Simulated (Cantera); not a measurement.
Input (Python, Cantera):

```python
import numpy as np
import cantera as ct

gas = ct.Solution("h2o2.yaml")
gas.TPX = 1450, 380, {'H2': 0.26, 'O2': 1}
reactor = ct.IdealGasConstPressureReactor(gas, energy="off", clone=False)
net = ct.ReactorNet([reactor])
net.rtol, net.atol = 1e-08, 1e-18
show = ['H2', 'O2', 'O', 'H2O2', 'H2O']
times = np.geomspace(5e-06, 50, 12)

steps = ct.SolutionArray(gas, extra=["t"])
rows = []
print(f"{'t/s':>10s}{'T/K':>9s}{'P/Pa':>11s}" + "".join(f"{s:>11s}" for s in show))
for t in times:
    while net.time < t:
        t_next = net.step()
        steps.append(gas.state, t=t_next)
    rows.append([np.interp(t, steps.t, y) for y in (steps.T, steps.P, *steps(*show).X.T)])
    print(f"{t:10.3e}{rows[-1][0]:9.1f}{rows[-1][1]:11.4g}" + "".join(f"{x:11.3e}" for x in rows[-1][2:]))
rate = np.gradient(steps.T, steps.t)
print("integrator steps:", len(steps.t))
if steps.T.max() > steps.T[0] + 200:
    print(f"time of steepest temperature rise: {steps.t[rate.argmax()]:.4e} s")
gas.TPX = 1450, 380, {'H2': 0.26, 'O2': 1}
gas.equilibrate("TP")
print(f"equilibrium (TP): T = {gas.T:.1f} K  " + "  ".join(f"{s} {gas[s].X[0]:.3e}" for s in show))
```

Result:

```
       t/s      T/K       P/Pa         H2         O2          O       H2O2        H2O
 5.000e-06   1450.0        380  2.063e-01  7.937e-01  3.487e-10  7.970e-13  1.486e-11
 2.164e-05   1450.0        380  2.063e-01  7.937e-01  5.833e-09  1.485e-11  1.075e-09
 9.369e-05   1450.0        380  2.063e-01  7.937e-01  8.349e-08  2.745e-10  6.425e-08
 4.056e-04   1450.0        380  2.063e-01  7.936e-01  2.928e-06  4.854e-09  6.174e-06
 1.756e-03   1450.0        380  4.072e-02  6.870e-01  6.416e-02  7.240e-08  1.232e-01
 7.600e-03   1450.0        380  1.075e-02  6.592e-01  9.526e-02  5.184e-08  1.574e-01
 3.290e-02   1450.0        380  1.017e-02  6.677e-01  8.801e-02  5.303e-08  1.632e-01
 1.424e-01   1450.0        380  7.718e-03  6.982e-01  6.196e-02  5.528e-08  1.839e-01
 6.164e-01   1450.0        380  2.134e-03  7.509e-01  1.555e-02  4.026e-08  2.180e-01
 2.668e+00   1450.0        380  1.512e-04  7.678e-01  1.076e-03  1.136e-08  2.283e-01
 1.155e+01   1450.0        380  1.320e-05  7.695e-01  9.367e-05  2.878e-09  2.296e-01
 5.000e+01   1450.0        380  4.158e-06  7.697e-01  2.951e-05  1.921e-09  2.298e-01
integrator steps: 1662
equilibrium (TP): T = 1450.0 K  H2 4.053e-06  O2 7.697e-01  O 2.876e-05  H2O2 1.915e-09  H2O 2.298e-01
```

Computed with Cantera and the H2/O2 subset of GRI-Mech 3.0, which has no nitrogen chemistry. Radical loss at walls, strong at low pressure, is not modelled. The temperature is held fixed by assumption; the heat of reaction is taken as removed at once.
